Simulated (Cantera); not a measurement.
A closed system holds: 1 mol borazine, 0.22 mol O2, 140 mol H2, at 100 Torr.

Method: chemical equilibrium by Gibbs-energy minimisation in Cantera with the NASA 1993 tables (ideal gas, pure condensed phases). Candidate condensed phases: B, BN, B2O3, B3O3H3, H2O; 39 gas species. The feed counts by its element totals alone. Mutual solubility and eutectic melting of coexisting phases are not modelled. Gases not in the tables: B2H6 and higher boranes. The numbers say what is thermodynamically allowed, not how fast it happens.

### Question
Which condensed phases are stable at each of these points (T (K)): 1350, 1425, 1500, 1575, 1650, 1725, 1800, 1875, 1950, 2025, 2100, 2175?

### Answer
```csv
T (K),condensed phases,B condensed (%)
1350,BN(s) + B2O3(l),97.8
1425,BN(s) + B2O3(l),93.8
1500,BN(s),90.1
1575,BN(s),88.1
1650,BN(s),86.5
1725,BN(s),85.8
1800,BN(s),85.4
1875,BN(s),85.1
1950,BN(s),84.5
2025,BN(s),83.1
2100,B(s) + BN(s),81.4
2175,B(s) + BN(s),79.5
```

From 1350 K to 1425 K the condensed part is BN(s) + B2O3(l). From 1500 K to 2025 K the condensed part is BN(s). From 2100 K to 2175 K the condensed part is B(s) + BN(s).
